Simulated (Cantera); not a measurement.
**Equilibrium for carbothermic reduction: TiO2 + CO + H2 + CH4**

Feed: 1 mol TiO2, 3.3 mol CO, 2.3 mol H2, 0.78 mol CH4, held at 1375 K and 9.10 mbar.

Cantera equilibrium calculation (NASA polynomials, part measured and part estimated; ideal gas, pure solids and liquids). Candidate condensed phases: C, C6H6, C7H8, C8H18, H2O, Ti, TiC, TiO, TiO2, Ti2O3, Ti3O5, Ti4O7; 113 gas species. Mutual solubility and eutectic melting of coexisting phases are not modelled. TiC: taken at fixed stoichiometry. Kinetics and transport are ignored.

- x(CO) = 0.507
- x(H2) = 0.493
- x(H2O) = 3.83e-5
- x(H) = 2.52e-5
- x(CO2) = 1.90e-5
- x(CH4) = 3.01e-6
- n(TiC(s)) = 0.112 mol
- n(Ti2O3(s)) = 0.444 mol
- gas amount = 7.828 mol
- log10 activity of Ti3O5(s) (absent) = -0.13
- log10 activity of C(graphite) (absent) = -0.56
- log10 activity of Ti4O7(s) (absent) = -0.59
